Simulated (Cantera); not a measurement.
Mixture: H₂ : O₂ : N₂ : H₂O = 1 : 0.312 : 1.17 : 0.11 (molar parts), at 1000000 Pa, adiabatic and at constant pressure. Ignition delay is the time to a rise of 400 K.

Detailed kinetics in Cantera: GRI-Mech 3.0 (53 species, 325 reactions). The hydrogen kinetics of GRI-Mech 3.0 are dated; newer H2 mechanisms differ, most at raised pressure. Below about 950 K walls govern HO2 and H2O2 in real vessels.

### Question
Predict: delay at 873 K; delay at 948 K; delay at 1023 K; delay at 1098 K; delay at 1173 K; delay at 1248 K; apparent activation energy between 1098 and 1248 K.

### Answer
* **delay at 873 K**: 0.196 s
* **delay at 948 K**: 26.4 ms
* **delay at 1023 K**: 4.68 ms
* **delay at 1098 K**: 0.978 ms
* **delay at 1173 K**: 0.212 ms
* **delay at 1248 K**: 39.3 µs
* **apparent activation energy between 1098 and 1248 K**: 240 kJ/mol
